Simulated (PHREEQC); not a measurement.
PHREEQC input (ion-association model, wateq4f.dat):

```
SOLUTION_MASTER_SPECIES
  An  An-  0  An  62.0  # stands for a non-complexing anion
SOLUTION_SPECIES
  An- = An-
    -log_k 0
    -gamma 3.0 0
PHASES
  Fix_H+
    H+ = H+
    -log_k 0
SOLUTION 1
  temp 25
  units mmol/kgw
  pH 7 charge
  As(3) 0.00095
  Na 10.0009
  An 10
END
SELECTED_OUTPUT 1
  -reset false
  -pH true
  -pe true
  -ionic_strength true
  -water true
  -totals As Na As(3) As(5)
  -molalities Hfo_wOH Hfo_wOH2+ Hfo_wO- Hfo_sOH Hfo_sOH2+ Hfo_sO- Hfo_wH2AsO3
  -saturation_indices Arsenolite
USER_PUNCH 1
  -headings sigma psi
  10 PUNCH EDL("sigma", "Hfo"), EDL("psi", "Hfo")
PRINT
  -reset false
USE solution 1
SURFACE 1
  Hfo_wOH 0.000292135 600 0.13
  Hfo_sOH 7.30337e-06
EQUILIBRIUM_PHASES 1
  Fix_H+ -3 HAn 10
    -force_equality true
END
# ... the last block is repeated for the other 16 points of pH, with NaOH or the acid as the point needs
```

Selected output (columns that matter, 17 of 17 rows; pH added in front):

```
pH	mu	As	Na	m_Hfo_wOH	m_Hfo_wOH2+	m_Hfo_wO-	m_Hfo_sOH	m_Hfo_sOH2+	m_Hfo_sO-	m_Hfo_wH2AsO3	si_Arsenolite	sigma	psi
3	0.011231	9.336e-08	0.010001	3.5611e-05	0.00025555	1.1368e-07	8.929e-07	6.4076e-06	2.8504e-09	8.5664e-07	-12.677	0.32393	0.20315
3.38	0.010575	5.462e-08	0.010001	6.3612e-05	0.00022722	4.0797e-07	1.5952e-06	5.698e-06	1.0231e-08	8.9538e-07	-13.143	0.28762	0.19859
3.75	0.010295	3.7077e-08	0.010001	9.5541e-05	0.00019461	1.0745e-06	2.396e-06	4.8804e-06	2.6948e-08	9.1292e-07	-13.479	0.24542	0.19113
4.12	0.010166	2.8075e-08	0.010001	0.00012742	0.00016149	2.3031e-06	3.1955e-06	4.0501e-06	5.7759e-08	9.2192e-07	-13.721	0.20187	0.18144
4.5	0.0101	2.2997e-08	0.010001	0.00015641	0.0001305	4.2946e-06	3.9227e-06	3.2729e-06	1.0771e-07	9.2699e-07	-13.894	0.16005	0.1697
4.88	0.010065	2.0083e-08	0.010001	0.00017968	0.00010445	7.0809e-06	4.5063e-06	2.6195e-06	1.7759e-07	9.299e-07	-14.012	0.12347	0.1565
5.25	0.010045	1.8405e-08	0.010001	0.00019642	8.4298e-05	1.0485e-05	4.9262e-06	2.1142e-06	2.6296e-07	9.3157e-07	-14.088	0.093604	0.14241
5.62	0.010032	1.7412e-08	0.010001	0.00020788	6.8972e-05	1.4353e-05	5.2136e-06	1.7298e-06	3.5998e-07	9.3256e-07	-14.136	0.069263	0.12713
6	0.010022	1.6834e-08	0.010001	0.00021525	5.7489e-05	1.8463e-05	5.3985e-06	1.4418e-06	4.6306e-07	9.3313e-07	-14.166	0.049489	0.11023
6.38	0.010015	1.6534e-08	0.010001	0.00021947	4.9391e-05	2.2341e-05	5.5043e-06	1.2387e-06	5.6031e-07	9.3342e-07	-14.182	0.034303	0.092149
6.75	0.010011	1.6414e-08	0.010001	0.00022166	4.3899e-05	2.564e-05	5.5593e-06	1.101e-06	6.4306e-07	9.3353e-07	-14.191	0.023155	0.073545
7.12	0.010007	1.6429e-08	0.010001	0.00022277	4.0047e-05	2.8387e-05	5.587e-06	1.0044e-06	7.1196e-07	9.335e-07	-14.195	0.014786	0.054144
7.5	0.010004	1.6621e-08	0.010001	0.0002233	3.7201e-05	3.0705e-05	5.6003e-06	9.3301e-07	7.7008e-07	9.333e-07	-14.198	0.0082377	0.03362
7.88	0.010002	1.716e-08	0.010001	0.0002235	3.5006e-05	3.2691e-05	5.6055e-06	8.7796e-07	8.1989e-07	9.3276e-07	-14.199	0.002936	0.012727
8.25	0.010003	1.8432e-08	0.010003	0.00022353	3.3139e-05	3.4539e-05	5.606e-06	8.3112e-07	8.6625e-07	9.3148e-07	-14.2	-0.0017765	-0.0077501
8.62	0.010007	2.1418e-08	0.01001	0.00022338	3.1251e-05	3.6578e-05	5.6022e-06	7.8376e-07	9.1736e-07	9.2848e-07	-14.202	-0.0067557	-0.028148
9	0.010016	2.8649e-08	0.010022	0.00022296	2.9041e-05	3.9214e-05	5.5916e-06	7.2831e-07	9.8346e-07	9.2124e-07	-14.208	-0.012902	-0.048791
```

The oxide is taken as insoluble; below pH 4 it would dissolve.
